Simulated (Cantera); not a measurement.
Charge: 1 mol SiH₄, 3.4 mol NH₃, at 0.000930 bar.

Cantera equilibrium calculation (NASA polynomials, part measured and part estimated; ideal gas, pure solids and liquids). Candidate condensed phases: Si, Si₃N₄; 18 gas species. Gases not in the tables: Si₂H₆ and higher silanes. Equilibrium is a limit: real reactors are often held back by kinetics, nucleation or transport.

### Question
Which condensed phases are stable at each of these points (T (K)): 975, 1125, 1275, 1425, 1575, 1725, 1875, 2025?

### Answer
| T (K) | condensed phases | Si condensed (%) |
|---|---|---|
| 975 | Si₃N₄(s) | 100.0 |
| 1125 | Si₃N₄(s) | 100.0 |
| 1275 | Si₃N₄(s) | 100.0 |
| 1425 | Si₃N₄(s) | 100.0 |
| 1575 | Si(s) | 99.9 |
| 1725 | Si(l) | 98.9 |
| 1875 | Si(l) | 90.7 |
| 2025 | Si(l) | 35.9 |

From 975 K to 1425 K the condensed part is Si₃N₄(s). At 1575 K the condensed part is Si(s). From 1725 K to 2025 K the condensed part is Si(l).
